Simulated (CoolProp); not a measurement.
Vapour-liquid equilibrium of R152A (1) + n-butane (2) at 8.46 bar; x and y are mole fractions of (1).

Values from CoolProp's multi-fluid Helmholtz-energy mixture model, Outcalt 1996 and Bücker 2006; pair parameters Bell 2016.

Give the bubble temperature and the first vapour's composition at x = 0.05, 0.425, 0.65. Is there an azeotrope?

x = 0.05: 63.0 °C, y = 0.196; x = 0.425: 40.2 °C, y = 0.639; x = 0.65: 37.1 °C, y = 0.735. y crosses x between x = 0.8 and 0.875: the model has an azeotrope there.

The pair parameters rest on a limited set of measurements; away from them the model extrapolates.
